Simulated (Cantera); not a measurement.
**Si2H6 + O3 + H2 (silicon oxide and oxynitride deposition)**

Feed: 1 mol Si2H6, 1.8 mol O3, 27 mol H2, equilibrated at 0.100 bar.

Method: chemical equilibrium by Gibbs-energy minimisation in Cantera with the NASA 1993 tables (ideal gas, pure condensed phases). Candidate condensed phases: H2O, Si, SiO2; 18 gas species. The feed counts by its element totals alone. Kinetics and transport are ignored.

From 700 K to 800 K the condensed part is SiO2(α-quartz). From 850 K to 1050 K the condensed part is SiO2(β-quartz).

```
T (K)   x H2   x H2O       x H  n SiO2(α-quartz)  n SiO2(β-quartz)
-----  -----  ------  --------  ----------------  ----------------
700    0.953  0.0467    <1e-12              2.00                 0
750    0.953  0.0467    <1e-12              2.00                 0
800    0.953  0.0467  8.94e-12              2.00                 0
850    0.953  0.0467  6.33e-11                 0              2.00
900    0.953  0.0467  3.61e-10                 0              2.00
950    0.953  0.0467   1.72e-9                 0              2.00
1000   0.953  0.0467   7.01e-9                 0              2.00
1050   0.953  0.0467   2.50e-8                 0              2.00
```
x: gas mole fraction; n: condensed amount in mol.
